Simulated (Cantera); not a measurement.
An adiabatic, constant-pressure homogeneous reactor starts with 10.8 % H₂, 11.9 % O₂, 77.4 % N₂, at 1748 K and 100000 Pa.

Cantera simulation using GRI-Mech 3.0 (53 species, 325 reactions); the numbers are that mechanism's predictions, not measurements.

x: mole fraction; the columns are a selection and need not sum to one.

| t (s) | T (K) | x H₂ | x O₂ | x N₂O | x HO₂ | x H₂O |
|---|---|---|---|---|---|---|
| 3.00e-6 | 1748 | 0.108 | 0.119 | 2.98e-11 | 3.15e-6 | 1.93e-5 |
| 7.00e-6 | 1749 | 0.105 | 0.117 | 1.06e-9 | 1.44e-5 | 0.00215 |
| 1.63e-5 | 1830 | 0.0133 | 0.0637 | 1.40e-7 | 1.51e-5 | 0.0713 |
| 3.82e-5 | ___ | ___ | 0.0628 | ___ | ___ | ___ |
| 8.91e-5 | 2154 | 0.00896 | 0.0627 | 2.25e-7 | 7.58e-6 | 0.0882 |
| 0.000208 | 2308 | ___ | 0.0636 | ___ | 4.92e-6 | 0.0980 |
| 0.000486 | 2401 | 0.00245 | 0.0649 | 5.07e-7 | 4.63e-6 | 0.105 |
| 0.00113 | 2424 | 0.00173 | 0.0653 | 5.52e-7 | 5.01e-6 | 0.107 |
| 0.00265 | 2423 | 0.00171 | 0.0650 | 5.53e-7 | 4.99e-6 | 0.107 |
| 0.00618 | 2421 | 0.00170 | 0.0645 | 5.53e-7 | 4.93e-6 | 0.107 |
| 0.0144 | 2417 | 0.00168 | 0.0634 | 5.59e-7 | 4.82e-6 | 0.107 |
| 0.0337 | 2411 | 0.00165 | 0.0618 | 5.75e-7 | 4.66e-6 | 0.107 |
| 0.0786 | 2407 | 0.00163 | 0.0608 | 5.92e-7 | 4.55e-6 | 0.107 |
| 0.183 | 2407 | 0.00163 | 0.0606 | 5.95e-7 | 4.53e-6 | 0.107 |
| 0.428 | 2407 | 0.00163 | 0.0606 | 5.95e-7 | 4.53e-6 | 0.107 |
| 1.00 | 2407 | 0.00163 | 0.0606 | 5.95e-7 | 4.53e-6 | 0.107 |

**Question.** What belongs in the gaps?

**Answer.** 
- 3.82e-5, T (K): 1981
- 3.82e-5, x H₂: 0.0118
- 3.82e-5, x N₂O: 1.74e-7
- 3.82e-5, x HO₂: 1.14e-5
- 3.82e-5, x H₂O: 0.0788
- 0.000208, x H₂: 0.00524
- 0.000208, x N₂O: 3.37e-7
